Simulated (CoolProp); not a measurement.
Saturation properties of dimethyl ether.

Model: reference Helmholtz-energy equation of state, Wu 2011, in CoolProp.

```tsv
T (K)	p (bar)	liquid density (kg/m³)	liquid cp (kJ/(kg K))	surface tension (mN/m)	liquid viscosity (µPa s)	vapour viscosity (µPa s)
257.2	1.466	722.9	2.265	17.3	188	8.26
268.1	2.226	707.4	2.301	15.7	168	8.52
279.1	3.268	691.1	2.344	14.0	151	8.81
290.1	4.646	674.3	2.394	12.4	137	9.10
301	6.403	656.8	2.451	10.9	125	9.42
312	8.635	638.2	2.520	9.42	114	9.76
323	11.40	618.6	2.603	7.97	104	10.1
333.9	14.73	597.7	2.707	6.58	94.2	10.6
344.9	18.77	574.7	2.845	5.24	85.1	11.1
355.9	23.57	549.1	3.042	3.97	76.1	11.7
```

It boils at 248.4 K under 1 atm.

Viscosity comes from a separate model (Meng 2012). Surface tension comes from a separate correlation (Mulero 2012).
